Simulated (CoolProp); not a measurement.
Vapour-liquid equilibrium of cis-2-butene (1) + acetone (2) at 124.55 °C; x and y are mole fractions of (1).

Values from CoolProp's multi-fluid Helmholtz-energy mixture model, Lemmon 2005 and Lemmon 2006; pair parameters Bell 2016.

### Question
Give the bubble pressure and the first vapour's composition at x = 0.05, 0.75, 0.95. Is there an azeotrope?

### Answer
x = 0.05: 0.8168 MPa, y = 0.190; x = 0.75: 2.037 MPa, y = 0.835; x = 0.95: 2.219 MPa, y = 0.959. No azeotrope shows between x = 0.05 and 0.95.

The pair parameters rest on a limited set of measurements; away from them the model extrapolates.
